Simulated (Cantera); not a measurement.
Feed: 1 mol CH3F, 1.3 mol F2, held at 1623 K and 4.35 Torr.

Method: chemical equilibrium by Gibbs-energy minimisation in Cantera with the NASA 1993 tables (ideal gas, pure condensed phases). Candidate condensed phases: C, C6H6, C7H8, C8H18; 95 gas species. Gases not in the tables: C2F6 and larger saturated fluorocarbons. Equilibrium is a limit: real reactors are often held back by kinetics, nucleation or transport.

Base state: HF 0.952, CF4 0.0472, CF2 0.000663, F 0.000300, CF3 4.56e-5 (mole fractions); condensed: C(graphite).

### Question
What changes in the equilibrium state with this change: F2 from 1.3 to 1.2 mol?

### Answer
| species | before | after |
|---|---|---|
| HF | 0.952 | 0.967 |
| CF4 | 0.0472 | 0.0319 |
| CF2 | 0.000663 | 0.000545 |
| CF3 | 4.56e-5 | 3.40e-5 |
| F | 0.000300 | 0.000272 |
| C(graphite), mol | 0.849 | 0.899 |

### Question
What changes in the equilibrium state with this change: F2 from 1.3 to 1.5 mol?

### Answer
```json
[
 {"species": "HF", "before": "0.952", "after": "0.922"},
 {"species": "CF4", "before": "0.0472", "after": "0.0763"},
 {"species": "CF2", "before": "0.000663", "after": "0.000844"},
 {"species": "CF3", "before": "4.56e-5", "after": "6.54e-5"},
 {"species": "F", "before": "0.000300", "after": "0.000338"},
 {"species": "C(graphite), mol", "before": "0.849", "after": "0.749"}
]
```
